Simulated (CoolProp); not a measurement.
Properties of sulfur dioxide along the isotherm 438.5 K (Tc = 430.6 K, pc = 7887 kPa, ω = 0.256).

Values from CoolProp's reference Helmholtz-energy equation of state, Gao 2016.

```
p (kPa)  phase  density (kg/m³)  speed of sound (m/s)  expansivity (1/kK)
-------  -----  ---------------  --------------------  ------------------
12.5       gas           0.2198                 264.3               2.285
22.2       gas           0.3904                 264.2               2.288
39.4       gas           0.6934                 264.1               2.294
70.1       gas            1.235                 263.9               2.304
125        gas            2.208                 263.6               2.322
222        gas            3.937                 262.9               2.356
394        gas            7.039                 261.8               2.416
701        gas            12.69                 259.7               2.531
1250       gas            23.21                 255.9               2.758
2220       gas            43.25                 248.9               3.247
3940       gas            85.02                 235.3               4.568
```
